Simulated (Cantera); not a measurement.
## Thermodynamics of aluminium nitride and oxide growth, feed Al(CH3)3 + O2 + N2

Input: 1 mol Al(CH3)3, 6.7 mol O2, 740 mol N2, held at 1900 K and 86.0 Pa.

Equilibrium computed with Cantera from the NASA thermochemical tables; the gas is ideal and each condensed phase is pure. Candidate condensed phases: Al, AlN, Al2O3, C, C6H6, C7H8, C8H18, H2O; 148 gas species. The feed counts by its element totals alone. The numbers say what is thermodynamically allowed, not how fast it happens.

```yaml
x(N2): 0.987
x(H2O): 0.00489
x(CO2): 0.00269
x(O2): 0.00146
x(CO): 0.00131
x(H): 0.000645
x(H2): 0.000568
x(NO): 0.000535
x(OH): 0.000456
n(Al2O3(s)): 0.500 mol
gas_amount: 749.5 mol
log10 activity of Al(l) (absent): -10.23
log10 activity of C(graphite) (absent): -10.63
```
